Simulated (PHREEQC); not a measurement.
Consider water at 25 °C with 11 mmol/kgw NaH2PO4 and 8.1 mmol/kgw NaOH. Closed to the air; pH follows from the charge balance.

Model: ion-association model, wateq4f.dat, run in PHREEQC.

```
Quantity                   Value
----------------  --------------
pH                          7.45
ionic strength    0.0269 mol/kgw
total alkalinity     8.10 meq/kg
```

```tsv
species	molality	activity	log γ
Na+	0.0189	0.0162	-0.067
HPO4-2	0.00794	0.00433	-0.264
H2PO4-	0.00290	0.00250	-0.065
NaHPO4-	0.000159	0.000137	-0.065
OH-	3.28e-7	2.79e-7	-0.070
PO4-3	2.13e-7	5.44e-8	-0.593
H+	4.08e-8	3.58e-8	-0.056
```

Precipitation was switched off in this run. H3PO4, which wateq4f.dat lacks, is added to it with the constant of phreeqc.dat.
